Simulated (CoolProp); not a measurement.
Properties of carbonyl sulfide along the isotherm 153.15 °C (Tc = 105.6 °C, pc = 63.69 bar, ω = 0.098).

Model: reference Helmholtz-energy equation of state, Lemmon 2006, in CoolProp. It is a short technical equation, of lower accuracy than the large ones.

```
p (bar)  phase  cp (kJ/(kg K))  cv (kJ/(kg K))  isothermal compressibility (1/MPa)  expansivity (1/kK)
-------  -----  --------------  --------------  ----------------------------------  ------------------
1.99       gas          0.7841          0.6413                               5.062               2.400
3.98       gas          0.7904      (withheld)                               2.550               2.457
5.97       gas          0.7968          0.6446                               1.713               2.516
7.96       gas          0.8035          0.6462                               1.295               2.577
9.95       gas          0.8105      (withheld)                               1.045          (withheld)
11.9       gas          0.8177          0.6496                              0.8805          (withheld)
13.9       gas          0.8253          0.6513                              0.7603               2.777
15.9       gas          0.8332          0.6531                              0.6706               2.850
17.9       gas          0.8415          0.6549                              0.6011               2.926
19.9       gas          0.8502          0.6568                              0.5458               3.006
21.9       gas          0.8593          0.6586                          (withheld)               3.090
23.9       gas          0.8688          0.6605                              0.4634               3.178
25.9       gas          0.8788          0.6625                              0.4320               3.270
27.9       gas          0.8892          0.6644                              0.4052               3.366
29.9       gas          0.9002          0.6665                              0.3822               3.468
31.8       gas          0.9111          0.6684                              0.3632               3.569
```

**Question.** Some entries are withheld; supply them.

**Answer.** 
- 3.98, cv (kJ/(kg K)): 0.6429
- 9.95, cv (kJ/(kg K)): 0.6479
- 9.95, expansivity (1/kK): 2.641
- 11.9, expansivity (1/kK): 2.707
- 21.9, isothermal compressibility (1/MPa): 0.5007
